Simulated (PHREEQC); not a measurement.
A made-up water analysis in mg/L, 25 °C, pH 6.86, pe 10.8:

```
constituent                 mg/L
-----------------------  -------
Na                          2.21
K                         0.0181
Ca                        0.0256
Mg                         0.371
Cl                         0.906
S(6) as SO4                0.379
Alkalinity as HCO3          5.69
Cu(2)                    0.00385
Sr                         0.192
Ni                       0.00243
O(0) (dissolved oxygen)   0.0797
Br                         0.111
Zn                        0.0142
```

Valence states are taken as typed.

All values are PHREEQC results (ion-association model, wateq4f.dat), not measurements.

Precipitation was switched off in this run.

Order these Ni species by the share of Ni that they hold, largest first: NiCO3, Ni+2, NiHCO3+.

Ni+2 (81 %), NiCO3 (18 %), NiHCO3+ (0.99 %)

The pH is 6.86 and the ionic strength 0.000153 mol/kgw. The database's constant for dissolved Cu(OH)2 is higher than later reviews accept. The database's nickel carbonate constants are estimates that later reviews lower a good deal.
